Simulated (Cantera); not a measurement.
Feed: 1 mol MgCO₃, 0.051 mol C, 19 mol O₂, held at 1973.15 K and 13.3 mbar.

These are equilibrium values from Cantera (NASA tables, ideal gas, pure condensed phases), not measurements of a reactor. Candidate condensed phases: C, Mg, MgCO₃, MgO; 15 gas species. The numbers say what is thermodynamically allowed, not how fast it happens.

Base state: O₂ 0.943, CO₂ 0.0519, O 0.00457, CO 0.000488 (mole fractions); condensed: MgO(s).

**Question.** What changes in the equilibrium state with this change: temperature from 1973.15 K to 600 K?

**Answer.** 
| species | before | after |
|---|---|---|
| O₂ | 0.943 | 0.947 |
| CO₂ | 0.0519 | 0.0525 |
| O | 0.00457 | <1e-9 |
| CO | 0.000488 | <1e-9 |
| MgO(s), mol | 1.000 | 1.00 |

**Question.** What changes in the equilibrium state with this change: temperature from 1973.15 K to 1198 K?

**Answer.** 
```json
[
 {"species": "O₂", "before": "0.943", "after": "0.947"},
 {"species": "CO₂", "before": "0.0519", "after": "0.0525"},
 {"species": "O", "before": "0.00457", "after": "2.02e-7"},
 {"species": "CO", "before": "0.000488", "after": "7.78e-9"},
 {"species": "MgO(s), mol", "before": "1.000", "after": "1.00"}
]
```
